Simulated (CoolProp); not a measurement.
Vapour-liquid equilibrium of R22 (1) + n-hexane (2) at 257.3 K; x and y are mole fractions of (1).

Model: multi-fluid Helmholtz-energy mixture model, Kamei 1995 and Thol 2019; pair parameters Bell 2016, in CoolProp.

```tsv
x	bubble pressure (bar)	y at the bubble point	dew pressure at overall composition x (bar)	liquid density (mol/L)
0.05	0.2735	0.914	0.02556	8.233
0.2	0.9400	0.977	0.03034	8.938
0.35	1.442	0.987	0.03731	9.747
0.5	1.803	0.991	0.04844	10.69
0.65	2.088	0.993	0.06903	11.80
0.8	2.373	0.996	0.1200	13.13
0.95	2.726	0.999	0.4585	14.78
```

No azeotrope shows between x = 0.05 and 0.95.

The pair parameters rest on a limited set of measurements; away from them the model extrapolates. With so large a gap from Raoult's law the liquid may split in two, which this calculation doesn't test in full.
